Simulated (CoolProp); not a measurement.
Vapour-liquid equilibrium of o-xylene (1) + n-undecane (2) at 0.00999 MPa; x and y are mole fractions of (1).

Model: multi-fluid Helmholtz-energy mixture model, Zhou 2012 and Aleksandrov 2011; pair parameters Bell 2016, in CoolProp.

```
x      bubble temperature (°C)  y at the bubble point  dew temperature at overall composition x (°C)  liquid density (mol/L)
-----  -----------------------  ---------------------  ---------------------------------------------  ----------------------
0.05                     115.3                  0.205                                          118.9                   4.369
0.125                    109.1                  0.429                                          117.3                   4.563
0.2                      103.7                  0.583                                          115.5                   4.765
0.275                     99.0                  0.692                                          113.6                   4.976
0.35                      94.9                  0.769                                          111.5                   5.198
0.425                     91.4                  0.827                                          109.2                   5.431
0.5                       88.3                  0.870                                          106.8                   5.679
0.575                     85.5                  0.903                                          104.0                   5.942
0.65                      83.0                  0.929                                          100.9                   6.223
0.725                     80.8                  0.950                                           97.4                   6.525
0.8                       78.8                  0.967                                           93.1                   6.850
0.875                     76.9                  0.981                                           87.8                   7.201
0.95                      75.2                  0.993                                           80.8                   7.582
```

No azeotrope shows between x = 0.05 and 0.95.

Pair parameters are fitted to limited data, so mixtures are less certain than the pure fluids.
